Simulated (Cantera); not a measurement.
Equilibrium for carbon deposition, reforming and gasification: C₂H₅OH + O₂

Input: 1 mol C₂H₅OH, 0.0075 mol O₂, held at 10000 Pa.

Equilibrium computed with Cantera from the NASA thermochemical tables; the gas is ideal and each condensed phase is pure. Candidate condensed phases: C, C₆H₆, C₇H₈, C₈H₁₈, H₂O; 110 gas species. Rates play no part.

```json
[
 {"T (°C)": "950", "x H₂": "0.746", "x H": "8.21e-7", "x CO": "0.253", "x C₂H₂ (acetylene)": "1.17e-7", "n C(graphite)": "0.984"},
 {"T (°C)": "1150", "x H₂": "0.747", "x H": "1.82e-5", "x CO": "0.253", "x C₂H₂ (acetylene)": "2.56e-6", "n C(graphite)": "0.984"},
 {"T (°C)": "1350", "x H₂": "0.747", "x H": "0.000189", "x CO": "0.253", "x C₂H₂ (acetylene)": "2.60e-5", "n C(graphite)": "0.985"},
 {"T (°C)": "1550", "x H₂": "0.746", "x H": "0.00118", "x CO": "0.253", "x C₂H₂ (acetylene)": "0.000158", "n C(graphite)": "0.984"},
 {"T (°C)": "1750", "x H₂": "0.742", "x H": "0.00517", "x CO": "0.252", "x C₂H₂ (acetylene)": "0.000663", "n C(graphite)": "0.980"},
 {"T (°C)": "1950", "x H₂": "0.730", "x H": "0.0173", "x CO": "0.251", "x C₂H₂ (acetylene)": "0.00212", "n C(graphite)": "0.968"},
 {"T (°C)": "2150", "x H₂": "0.701", "x H": "0.0469", "x CO": "0.247", "x C₂H₂ (acetylene)": "0.00542", "n C(graphite)": "0.940"},
 {"T (°C)": "2350", "x H₂": "0.642", "x H": "0.107", "x CO": "0.239", "x C₂H₂ (acetylene)": "0.0114", "n C(graphite)": "0.885"},
 {"T (°C)": "2550", "x H₂": "0.545", "x H": "0.207", "x CO": "0.226", "x C₂H₂ (acetylene)": "0.0196", "n C(graphite)": "0.788"},
 {"T (°C)": "2750", "x H₂": "0.411", "x H": "0.344", "x CO": "0.208", "x C₂H₂ (acetylene)": "0.0273", "n C(graphite)": "0.593"}
]
```
x: gas mole fraction; n: condensed amount in mol.

From 950 °C to 2750 °C the condensed part is C(graphite). The main C-bearing gas is CO throughout.
